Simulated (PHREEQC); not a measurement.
Make-up at 90 °C: 6 mol HCl and 0.42 mol KCl per kg of water. Closed to the air; pH follows from the charge balance.

Computed with PHREEQC (Pitzer model, pitzer.dat).

Each row changes one thing in this solution. Precipitation was switched off in this run.

```json
[
 {"case": "as made", "pH": "-1.91", "ionic strength (mol/kgw)": "6.42", "SI of Sylvite (KCl)": "-0.73"},
 {"case": "HCl left out", "pH": "6.19", "ionic strength (mol/kgw)": "0.420", "SI of Sylvite (KCl)": "-2.45"},
 {"case": "KCl replaced by K2SO4 at the same molality", "pH": "-1.84", "ionic strength (mol/kgw)": "6.43", "SI of Sylvite (KCl)": "-0.55"},
 {"case": "diluted 10-fold with water", "pH": "0.33", "ionic strength (mol/kgw)": "0.642", "SI of Sylvite (KCl)": "-3.25"}
]
```

In brines, pH and single-ion activities rest on the MacInnes convention. At this temperature some constants are extrapolated from 25 °C, and those without enthalpy data are left unchanged.
